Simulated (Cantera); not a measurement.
A Cantera script and what it prints.

```python
import numpy as np
import cantera as ct

gas_names = """
    AL ALCL ALCL2 ALCL3 ALH ALN AL2 AL2CL6 CL CL2 H HCL H2 N NH NH2 NH3 N2 N2H2 N2H4
""".split()
cond_names = """
    AL(cr) AL(L) ALCL3(s) ALCL3(L) ALN(s) NH4CL(a) NH4CL(b)
""".split()


# ... load() reads the species with a 1 bar reference pressure and builds the phases ...
atoms = {
    'AlN': {'AL': 1, 'N': 1},
    'HCl': {'H': 1, 'CL': 1},
    'N2': {'N': 2},
}
top_T = {'ALN(s)': 2750}  # K; cautious upper limits of use, not melting points


# ... equilibrate(T, P, feed) seeds the gas with the atoms and calls Mixture.equilibrate('TP', solver="vcs", rtol=1e-11, max_steps=5000) ...
results = []
feed = {'AlN': 1, 'HCl': 0.65, 'N2': 0.3}  # mol
T = 1500  # K
P = 13332.2  # Pa
mix = equilibrate(T, P, feed)
results.append((T, P, feed, dict(zip(mix.species_names, mix.species_moles))))
print(gas.report(threshold=1e-05))
for i in range(1, mix.n_phases):
    print(f"{mix.phase(i).name:16s} {mix.phase_moles(i):12.5e} mol")
```

Output:

```
       temperature   1500 K
          pressure   13332 Pa
           density   0.044567 kg/m^3
  mean mol. weight   41.691 kg/kmol
   phase of matter   gas

                          1 kg             1 kmol
                     ---------------   ---------------
          enthalpy        -1.742e+06       -7.2627e+07  J
   internal energy       -2.0412e+06       -8.5099e+07  J
           entropy            6943.5        2.8948e+05  J/K
    Gibbs function       -1.2157e+07       -5.0685e+08  J
 heat capacity c_p            1035.3             43161  J/K
 heat capacity c_v            835.82             34846  J/K

                      mass frac. Y      mole frac. X     chem. pot. / RT
                     ---------------   ---------------   ---------------
              ALCL         0.0021848          0.001459           -43.656
             ALCL2          0.013979         0.0059543           -69.842
             ALCL3           0.60433           0.18896           -96.028
                 H        6.2784e-07        2.5968e-05           -10.928
               HCL          0.088206           0.10087           -37.113
                H2           0.01403           0.29014           -21.855
                N2           0.27723           0.41258           -28.912
     [  +13 minor]        4.1227e-05        1.3535e-05

AL(L)             0.00000e+00 mol
ALCL3(L)          0.00000e+00 mol
ALN(s)            8.12597e-01 mol
```

Method: chemical equilibrium by Gibbs-energy minimisation in Cantera with the NASA 1993 tables (ideal gas, pure condensed phases). The tables' values for AlCl2 are old estimates; treat these amounts as uncertain.
